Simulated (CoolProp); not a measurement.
The numbers come from the reference Helmholtz-energy equation of state, Thol 2014 in CoolProp.

Give the vapour pressure (bar), liquid density (kg/m³), enthalpy of vaporisation (kJ/kg) of saturated chloromethane (R40) at 359.8, 383.5 K.


```tsv
T (K)	p (bar)	liquid density (kg/m³)	enthalpy of vaporisation (kJ/kg)
359.8	25.1	765	280
383.5	39.1	686	226
```
